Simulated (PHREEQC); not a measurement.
Consider water at 25 °C with 0.0082 mol/kgw H2SO4, 0.1 mol/kgw ZnSO4 and 0.1 mol/kgw Na2SO4. Closed to the air; pH follows from the charge balance.

Computed with PHREEQC (ion-association model, wateq4f.dat).

**Question.** The ionic strength comes out as 0.407 mol/kgw. What activity coefficients do HSO4-, H+, Zn(SO4)2-2, NaSO4-, Zn+2 get?

**Answer.** HSO4- 0.68, H+ 0.77, Zn(SO4)2-2 0.29, NaSO4- 0.70, Zn+2 0.26.

Precipitation was switched off in this run.
